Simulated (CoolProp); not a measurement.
Vapour pressure (kPa) of R1234yf: the reference equation beside estimates from Tc = 94.7 °C, pc = 3384 kPa, ω = 0.276. Clausius-Clapeyron is anchored at -17.75 °C with a constant enthalpy of vaporisation of 19.88 kJ/mol.

Computed with CoolProp (reference Helmholtz-energy equation of state, Lemmon 2022).

```json
[
 {"T (°C)": "-25.45", "reference": "120.5", "Lee-Kesler": "119.9", "Clausius-Clapeyron": "123.4", "van der Waals": "555.0", "Redlich-Kwong": "211.5", "Soave-Redlich-Kwong": "?", "Peng-Robinson": "120.2"},
 {"T (°C)": "-17.75", "reference": "165.0", "Lee-Kesler": "165.0", "Clausius-Clapeyron": "165.0", "van der Waals": "650.7", "Redlich-Kwong": "276.1", "Soave-Redlich-Kwong": "?", "Peng-Robinson": "164.5"},
 {"T (°C)": "-10.05", "reference": "221.4", "Lee-Kesler": "222.1", "Clausius-Clapeyron": "?", "van der Waals": "756.5", "Redlich-Kwong": "354.0", "Soave-Redlich-Kwong": "221.9", "Peng-Robinson": "220.7"},
 {"T (°C)": "-2.25", "reference": "292.5", "Lee-Kesler": "294.1", "Clausius-Clapeyron": "281.9", "van der Waals": "874.6", "Redlich-Kwong": "447.8", "Soave-Redlich-Kwong": "294.1", "Peng-Robinson": "?"},
 {"T (°C)": "5.45", "reference": "378.5", "Lee-Kesler": "381.2", "Clausius-Clapeyron": "359.8", "van der Waals": "1002", "Redlich-Kwong": "556.4", "Soave-Redlich-Kwong": "381.6", "Peng-Robinson": "377.7"},
 {"T (°C)": "13.15", "reference": "482.5", "Lee-Kesler": "486.3", "Clausius-Clapeyron": "453.2", "van der Waals": "1141", "Redlich-Kwong": "682.3", "Soave-Redlich-Kwong": "487.6", "Peng-Robinson": "481.8"},
 {"T (°C)": "20.85", "reference": "606.6", "Lee-Kesler": "611.5", "Clausius-Clapeyron": "?", "van der Waals": "1292", "Redlich-Kwong": "826.7", "Soave-Redlich-Kwong": "614.3", "Peng-Robinson": "606.5"},
 {"T (°C)": "28.55", "reference": "753.3", "Lee-Kesler": "759.0", "Clausius-Clapeyron": "?", "van der Waals": "1454", "Redlich-Kwong": "991.0", "Soave-Redlich-Kwong": "764.2", "Peng-Robinson": "754.0"},
 {"T (°C)": "36.25", "reference": "925.0", "Lee-Kesler": "931.3", "Clausius-Clapeyron": "845.4", "van der Waals": "?", "Redlich-Kwong": "1176", "Soave-Redlich-Kwong": "?", "Peng-Robinson": "927.2"}
]
```

### Question
Fill in the missing entries.

### Answer

- -25.45, Soave-Redlich-Kwong: 120.0
- -17.75, Soave-Redlich-Kwong: 164.9
- -10.05, Clausius-Clapeyron: 217.0
- -2.25, Peng-Robinson: 291.6
- 20.85, Clausius-Clapeyron: 564.0
- 28.55, Clausius-Clapeyron: 694.1
- 36.25, van der Waals: 1629
- 36.25, Soave-Redlich-Kwong: 939.7

Absolute difference from the reference over all 9 rows, mean and median: Lee-Kesler 0.6 and 0.7 %, Clausius-Clapeyron 4.7 and 4.9 %, van der Waals 186.6 and 164.7 %, Redlich-Kwong 48.8 and 47.0 %, Soave-Redlich-Kwong 0.8 and 0.8 %, Peng-Robinson 0.2 and 0.2 %.
